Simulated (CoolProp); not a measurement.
Properties of C3F8 (R218) at several states (Tc = 345.0 K, pc = 2.640 MPa, ω = 0.317).

Computed with CoolProp (reference Helmholtz-energy equation of state, Lemmon 2006). It is a short technical equation, of lower accuracy than the large ones.

| T (K) | p (MPa) | phase | Z | cp (kJ/(kg K)) | cv (kJ/(kg K)) | speed of sound (m/s) | isothermal compressibility (1/MPa) |
|---|---|---|---|---|---|---|---|
| 337.6 | 0.0179 | gas | 0.9976 | 0.8473 | 0.8026 | 125.2 | 56.00 |
| 229.8 | 0.441 | liquid | 0.02648 | 0.9596 | 0.6745 | 570.1 | 0.002671 |
| 250.3 | 0.219 | liquid | 0.01272 | 1.008 | 0.7106 | 482.2 | 0.003921 |
